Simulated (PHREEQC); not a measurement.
Consider water at 50 °C and 300 atm with 0.0025 mol/kgw CuSO4, 0.26 mol/kgw H2SO4 and 0.0016 mol/kgw FeCl3. Closed to the air; pH follows from the charge balance.

Computed with PHREEQC (ion-association model, phreeqc.dat).

Problem. The ionic strength comes out as 0.317 mol/kgw. What activity coefficients do FeSO4+, FeHSO4+2, HSO4-, Cl-, FeOH+2 get?

Solution. FeSO4+ 0.70, FeHSO4+2 0.28, HSO4- 0.73, Cl- 0.67, FeOH+2 0.24.

No solid was allowed to form. Complexes and solids missing from the database can't appear. Under pressure, the constants of complexes without a molar volume in the database are unreliable. At this temperature some constants are extrapolated from 25 °C, and those without enthalpy data are left unchanged.
